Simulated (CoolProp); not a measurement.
c-C4F8 (RC318) at 444.06 K and 0.266 MPa is throttled through a valve to 0.156 MPa with no heat exchange. Each further row changes one setting.

Values from CoolProp's reference Helmholtz-energy equation of state, Platzer 1990. This equation is an older, rougher fit.

| case | temperature change (K) | final density (kg/m³) |
|---|---|---|
| as stated | [?] | 8.56 |
| outlet pressure 0.0468 MPa | [?] | [?] |
| outlet pressure 0.203 MPa | [?] | [?] |

Problem. Fill in the missing entries.

Solution. 
- as stated, temperature change (K): -0.6
- outlet pressure 0.0468 MPa, temperature change (K): -1.1
- outlet pressure 0.0468 MPa, final density (kg/m³): 2.55
- outlet pressure 0.203 MPa, temperature change (K): -0.3
- outlet pressure 0.203 MPa, final density (kg/m³): 11.2
